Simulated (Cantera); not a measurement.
An adiabatic, constant-pressure homogeneous reactor starts with 3.10 % C3H8, 20.4 % O2, 76.5 % N2, equivalence ratio 0.76, at 1075 K and 2700000 Pa.

Model: GRI-Mech 3.0 (53 species, 325 reactions), integrated in Cantera. GRI-Mech 3.0 was tuned for natural gas; its chemistry of propane as a main component is partial and can be far from experiment. The pressure lies above the range GRI-Mech 3.0 was tuned for (to about 10 atm).

### Question
Predict: time of steepest temperature rise; temperature at 0.200 s; equilibrium temperature; x(O2) at 0.200 s; x(HO2) at 0.200 s; x(NO2) at 0.200 s; x(NO) at 0.200 s; x(H2O2) at 0.200 s.

### Answer
```
Item                                                                Result
---------------------------------  ---------------------------------------
time of steepest temperature rise                                  6.04 ms
temperature at 0.200 s                                              2551 K
equilibrium temperature                                             2551 K
x(O2) at 0.200 s                     0.0425 (gas-phase equilibrium 0.0425)
x(HO2) at 0.200 s                  1.21e-5 (gas-phase equilibrium 1.21e-5)
x(NO2) at 0.200 s                  2.15e-5 (gas-phase equilibrium 2.15e-5)
x(NO) at 0.200 s                     0.0109 (gas-phase equilibrium 0.0109)
x(H2O2) at 0.200 s                 9.76e-7 (gas-phase equilibrium 9.76e-7)
```
